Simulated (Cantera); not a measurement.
Cantera run:

```python
import numpy as np
import cantera as ct

gas_names = """
    H HNO HNO2 HNO3 HO2 H2 H2O H2O2 H2S H2SO4 N NH NH2 NH3 NH2OH NO NO2 NO3 N2 N2H2 N2H4 N2O O OH O2 O3
    S SH SN SO SO2 SO3 S2 S2O S8
""".split()
cond_names = """
    H2O(s) H2O(L) H2SO4(L) S(cr1) S(cr2) S(L)
""".split()


# ... load() reads the species with a 1 bar reference pressure and builds the phases ...
atoms = {
    'NH3': {'N': 1, 'H': 3},
    'SO2': {'S': 1, 'O': 2},
    'N2': {'N': 2},
    'O2': {'O': 2},
}
top_T = {}  # K; cautious upper limits of use, not melting points


# ... equilibrate(T, P, feed) seeds the gas with the atoms and calls Mixture.equilibrate('TP', solver="vcs", rtol=1e-11, max_steps=5000) ...
results = []
feed = {'NH3': 1, 'SO2': 0.0091, 'N2': 21, 'O2': 0.021}  # mol
T = 900  # K
P = 50000  # Pa
mix = equilibrate(T, P, feed)
results.append((T, P, feed, dict(zip(mix.species_names, mix.species_moles))))
x = sorted(zip(gas.X, gas.species_names), reverse=True)
print(f"T = {T:g} K  P = {P:g} Pa  gas = {mix.phase_moles(0):.4g} mol")
print("   x: " + "  ".join(f"{s} {v:.3e}" for v, s in x if v > 0.001))
print("   condensed (mol): " + ("  ".join(f"{mix.phase(i).name} {mix.phase_moles(i):.4g}"
      for i in range(1, mix.n_phases) if mix.phase_moles(i) > 1e-12) or "none"))
```

Output:

```
T = 900 K  P = 50000 Pa  gas = 23 mol
   x: N2 9.348e-01  H2 6.219e-02  H2O 2.617e-03
   condensed (mol): none
```

Cantera equilibrium calculation (NASA polynomials, part measured and part estimated; ideal gas, pure solids and liquids).
